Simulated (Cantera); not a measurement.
A closed system holds: 1 mol TEOS, 1.4 mol N₂O, equilibrated at 1175 K and 0.0450 bar.

Method: chemical equilibrium by Gibbs-energy minimisation in Cantera with the NASA 1993 tables (ideal gas, pure condensed phases). Candidate condensed phases: C, C₆H₆, C₇H₈, C₈H₁₈, H₂O, Si, SiC, SiO₂, Si₂N₂O, Si₃N₄; 151 gas species. The feed counts by its element totals alone. The tables hold silica as quartz up to 1696 K and as liquid above; real silica turns to tridymite and cristobalite and melts near 1996 K. The numbers say what is thermodynamically allowed, not how fast it happens.

Problem. What is the equilibrium state?

Solution. 
```json
{
  "x(H₂)": "0.675",
  "x(CO)": "0.230",
  "x(N₂)": "0.0947",
  "x(CH₄)": "0.000393",
  "x(H₂O)": "0.000242",
  "x(CO₂)": "6.42e-5",
  "x(HCN)": "1.42e-5",
  "x(NH₃)": "1.65e-6",
  "n(C(graphite))": "4.60 mol",
  "n(SiO₂(β-quartz))": "1.00 mol",
  "gas_amount": "14.79 mol",
  "log10 activity of Si(s) (absent)": "-7.96"
}
```
